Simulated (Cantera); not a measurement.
A closed system holds: 1 mol CaO, 9.3 mol NF3, 26 mol H2, held at 1875 K and 383 Torr.

Method: chemical equilibrium by Gibbs-energy minimisation in Cantera with the NASA 1993 tables (ideal gas, pure condensed phases). Candidate condensed phases: Ca, CaF2, CaO, Ca(OH)2, H2O; 47 gas species. Rates play no part.

Task: What is the equilibrium state?

Result: 
```json
{
 "x(HF)": "0.593",
 "x(H2)": "0.276",
 "x(N2)": "0.106",
 "x(H2O)": "0.0229",
 "x(CaF2)": "0.00173",
 "x(H)": "0.000482",
 "x(OH)": "3.12e-6",
 "x(H2F2)": "1.54e-6",
 "n(CaF2(l))": "0.924 mol",
 "gas_amount": "43.69 mol",
 "log10 activity of Ca(l) (absent)": "-9.86"
}
```
